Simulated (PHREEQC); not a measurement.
Solution (20 °C and 50 atm): 0.63 mol/kgw KCl and 0.16 mol/kgw CaCl2. It is in equilibrium with CO2 at log p = -3.4 (atm). Otherwise closed; pH follows from the charge balance.

All values are PHREEQC results (Pitzer model, pitzer.dat), not measurements.

Precipitation was switched off in this run.

Question: Predict the pH, density, activity of water.

Answer: pH 5.56; density 1.043 g/cm³; activity of water 0.972.

Question: In which forms is C present?

Answer: CO2 80 %, HCO3- 20 % of the C.

In brines, pH and single-ion activities rest on the MacInnes convention. Under pressure, the constants of complexes without a molar volume in the database are unreliable.
